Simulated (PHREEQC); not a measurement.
A made-up water analysis in mg/L, 20 °C, pH 6.23, pe -0.6:

| constituent | mg/L |
|---|---|
| Na | 6.83 |
| K | 1.13e-05 |
| Ca | 6 |
| Mg | 0.835 |
| Cl | 6.45 |
| S(6) as SO4 | 17.6 |
| Alkalinity as HCO3 | 7.9 |
| B | 0.00188 |
| Si as SiO2 | 0.0927 |

Valence states are taken as typed.

Model: ion-association model, phreeqc.dat, run in PHREEQC.

Each row changes one thing in this solution. This is a speciation only: nothing precipitates in the calculation.

| case | CO2 (mol/kgw) | HCO3- (mol/kgw) | CaSO4 (mol/kgw) | MgSO4 (mol/kgw) | NaSO4- (mol/kgw) | CaHCO3+ (mol/kgw) | SI of Quartz (SiO2) |
|---|---|---|---|---|---|---|---|
| as made | 0.000178 | 0.000130 | 3.37e-6 | 9.25e-7 | 2.23e-7 | 1.93e-7 | -1.76 |
| temperature from 20 to 15 °C at the same typed pH | 0.000194 | 0.000130 | 3.25e-6 | 8.13e-7 | 2.17e-7 | 1.74e-7 | -1.68 |
| all concentrations times 4 at the same typed pH | 0.000683 | 0.000515 | 3.83e-5 | 1.04e-5 | 3.00e-6 | 2.58e-6 | -1.15 |
| B from 0.00188 to 0.00094 mg/L | 0.000178 | 0.000130 | 3.37e-6 | 9.25e-7 | 2.23e-7 | 1.93e-7 | -1.76 |
